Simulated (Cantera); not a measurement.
What does this Cantera script print?

```python
import numpy as np
import cantera as ct

gas = ct.Solution("gri30.yaml")
gas.TPX = 1350, 100000, {'C2H6': 1, 'H2': 1.3, 'N2': 0.019}
reactor = ct.IdealGasConstPressureReactor(gas, energy="off", clone=False)
net = ct.ReactorNet([reactor])
net.rtol, net.atol = 1e-08, 1e-18
show = ['C2H6', 'H2', 'CH4', 'C2H4', 'C2H2']
times = np.geomspace(5e-06, 200, 12)

steps = ct.SolutionArray(gas, extra=["t"])
rows = []
print(f"{'t/s':>10s}{'T/K':>9s}{'P/Pa':>11s}" + "".join(f"{s:>11s}" for s in show))
for t in times:
    while net.time < t:
        t_next = net.step()
        steps.append(gas.state, t=t_next)
    rows.append([np.interp(t, steps.t, y) for y in (steps.T, steps.P, *steps(*show).X.T)])
    print(f"{t:10.3e}{rows[-1][0]:9.1f}{rows[-1][1]:11.4g}" + "".join(f"{x:11.3e}" for x in rows[-1][2:]))
rate = np.gradient(steps.T, steps.t)
print("integrator steps:", len(steps.t))
if steps.T.max() > steps.T[0] + 200:
    print(f"time of steepest temperature rise: {steps.t[rate.argmax()]:.4e} s")
gas.TPX = 1350, 100000, {'C2H6': 1, 'H2': 1.3, 'N2': 0.019}
gas.equilibrate("TP")
print(f"equilibrium (TP): T = {gas.T:.1f} K  " + "  ".join(f"{s} {gas[s].X[0]:.3e}" for s in show))
```

Result:

```
       t/s      T/K       P/Pa       C2H6         H2        CH4       C2H4       C2H2
 5.000e-06   1350.0      1e+05  4.308e-01  5.606e-01  1.419e-04  1.198e-04  1.075e-09
 2.455e-05   1350.0      1e+05  4.233e-01  5.619e-01  1.400e-03  4.252e-03  1.132e-06
 1.205e-04   1350.0      1e+05  3.578e-01  5.737e-01  1.407e-02  4.425e-02  1.429e-04
 5.919e-04   1350.0      1e+05  1.623e-01  6.060e-01  5.815e-02  1.612e-01  3.089e-03
 2.906e-03   1350.0      1e+05  1.373e-02  6.291e-01  1.018e-01  2.268e-01  2.234e-02
 1.427e-02   1350.0      1e+05  3.304e-03  6.357e-01  1.132e-01  1.840e-01  5.791e-02
 7.007e-02   1350.0      1e+05  2.067e-03  6.351e-01  1.362e-01  1.175e-01  1.035e-01
 3.441e-01   1350.0      1e+05  1.536e-03  5.984e-01  1.944e-01  9.262e-02  1.073e-01
 1.689e+00   1350.0      1e+05  1.084e-03  5.254e-01  3.003e-01  7.273e-02  9.443e-02
 8.295e+00   1350.0      1e+05  7.552e-04  4.555e-01  4.012e-01  5.502e-02  8.114e-02
 4.073e+01   1350.0      1e+05  7.042e-04  4.418e-01  4.208e-01  5.175e-02  7.839e-02
 2.000e+02   1350.0      1e+05  7.042e-04  4.418e-01  4.209e-01  5.175e-02  7.839e-02
integrator steps: 1442
equilibrium (TP): T = 1350.0 K  C2H6 6.933e-04  H2 4.438e-01  CH4 4.185e-01  C2H4 5.072e-02  C2H2 7.650e-02
```

Computed with Cantera and GRI-Mech 3.0 (53 species, 325 reactions). GRI-Mech 3.0 stops at C3 and has no aromatics, soot or wall deposition, so with more carbon than oxygen in the feed, carbon stays in small species such as C2H2 where larger ones or solid carbon would form.
